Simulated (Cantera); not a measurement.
A closed system holds: 1 mol CH3SiCl3, 0.069 mol C2H4, 6.2 mol H2, held at 5.70 mbar.

Method: chemical equilibrium by Gibbs-energy minimisation in Cantera with the NASA 1993 tables (ideal gas, pure condensed phases). Candidate condensed phases: C, C6H6, C7H8, C8H18, Si, SiC; 109 gas species. The feed counts by its element totals alone. Rates play no part.

Task: What share of the Si ends up in condensed phases as a function of T (°C), at 875, 975, 1075, 1175, 1275, 1375, 1475?

Result: 
| T (°C) | Si condensed (%) | as |
|---|---|---|
| 875 | 93.1 | SiC(s) |
| 975 | 97.4 | SiC(s) |
| 1075 | 97.9 | SiC(s) |
| 1175 | 97.2 | SiC(s) |
| 1275 | 95.9 | SiC(s) |
| 1375 | 94.1 | SiC(s) |
| 1475 | 92.0 | SiC(s) |
